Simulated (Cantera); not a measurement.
A Cantera script and its output.

```python
import numpy as np
import cantera as ct

gas = ct.Solution("gri30.yaml")
gas.TPX = 1325, 310000, {'CO': 0.015, 'O2': 0.0026, 'H2O': 0.00031, 'N2': 1}
reactor = ct.IdealGasConstPressureReactor(gas, energy="off", clone=False)
net = ct.ReactorNet([reactor])
net.rtol, net.atol = 1e-08, 1e-18
show = ['CO', 'O2', 'H2O', 'H2', 'N2O']
times = np.geomspace(5e-06, 3, 10)

steps = ct.SolutionArray(gas, extra=["t"])
rows = []
print(f"{'t/s':>10s}{'T/K':>9s}{'P/Pa':>11s}" + "".join(f"{s:>11s}" for s in show))
for t in times:
    while net.time < t:
        t_next = net.step()
        steps.append(gas.state, t=t_next)
    rows.append([np.interp(t, steps.t, y) for y in (steps.T, steps.P, *steps(*show).X.T)])
    print(f"{t:10.3e}{rows[-1][0]:9.1f}{rows[-1][1]:11.4g}" + "".join(f"{x:11.3e}" for x in rows[-1][2:]))
rate = np.gradient(steps.T, steps.t)
print("integrator steps:", len(steps.t))
if steps.T.max() > steps.T[0] + 200:
    print(f"time of steepest temperature rise: {steps.t[rate.argmax()]:.4e} s")
gas.TPX = 1325, 310000, {'CO': 0.015, 'O2': 0.0026, 'H2O': 0.00031, 'N2': 1}
gas.equilibrate("TP")
print(f"equilibrium (TP): T = {gas.T:.1f} K  " + "  ".join(f"{s} {gas[s].X[0]:.3e}" for s in show))
```

It prints:

```
       t/s      T/K       P/Pa         CO         O2        H2O         H2        N2O
 5.000e-06   1325.0    3.1e+05  1.474e-02  2.554e-03  3.045e-04  4.029e-17  2.988e-15
 2.193e-05   1325.0    3.1e+05  1.474e-02  2.554e-03  3.045e-04  6.804e-15  5.412e-14
 9.616e-05   1325.0    3.1e+05  1.474e-02  2.554e-03  3.045e-04  7.833e-13  9.951e-13
 4.217e-04   1325.0    3.1e+05  1.474e-02  2.554e-03  3.045e-04  5.849e-11  1.829e-11
 1.849e-03   1325.0    3.1e+05  1.474e-02  2.554e-03  3.045e-04  8.405e-09  9.546e-10
 8.111e-03   1325.0    3.1e+05  1.072e-02  5.048e-04  1.925e-04  2.760e-05  9.474e-07
 3.557e-02   1325.0    3.1e+05  9.495e-03  1.712e-08  1.463e-04  1.503e-04  4.357e-09
 1.560e-01   1325.0    3.1e+05  9.501e-03  4.292e-10  1.524e-04  1.517e-04  1.500e-08
 6.841e-01   1325.0    3.1e+05  9.502e-03  2.326e-11  1.540e-04  1.510e-04  8.500e-09
 3.000e+00   1325.0    3.1e+05  9.502e-03  2.301e-12  1.545e-04  1.504e-04  1.171e-09
integrator steps: 1814
equilibrium (TP): T = 1325.0 K  CO 9.502e-03  O2 6.286e-15  H2O 1.552e-04  H2 1.501e-04  N2O 1.165e-14
```

Computed with Cantera and GRI-Mech 3.0 (53 species, 325 reactions).
